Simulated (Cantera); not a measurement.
An isothermal, constant-pressure homogeneous reactor starts with CH₄ : H₂ : O₂ = 0.012 : 1 : 0.014 (molar parts), equivalence ratio 37, at 1300 K and 120 Torr. Integrator tolerance rtol = 1e-08.

Model: GRI-Mech 3.0 (53 species, 325 reactions), integrated in Cantera.

Q: What does this change do: temperature 1300 to 2650 K?

A: 
```tsv
quantity	before	after
x(CH₄) at 300 s	0.0111 (gas-phase equilibrium 1.23e-6)	2.38e-11 (gas-phase equilibrium 2.59e-11)
x(H₂) at 300 s	0.961 (gas-phase equilibrium 0.973)	0.865 (gas-phase equilibrium 0.865)
x(O₂) at 300 s	<1e-12 (gas-phase equilibrium <1e-12)	2.34e-7 (gas-phase equilibrium 2.34e-7)
x(C₂H) at 300 s	<1e-12 (gas-phase equilibrium <1e-12)	<1e-12 (gas-phase equilibrium <1e-12)
x(CO) at 300 s	0.000585 (gas-phase equilibrium 0.0115)	0.0109 (gas-phase equilibrium 0.0109)
x(C₂H₆) at 300 s	1.78e-7 (gas-phase equilibrium <1e-12)	<1e-12 (gas-phase equilibrium <1e-12)
x(HCO) at 300 s	1.04e-12 (gas-phase equilibrium 2.03e-11)	2.21e-8 (gas-phase equilibrium 2.21e-8)
```
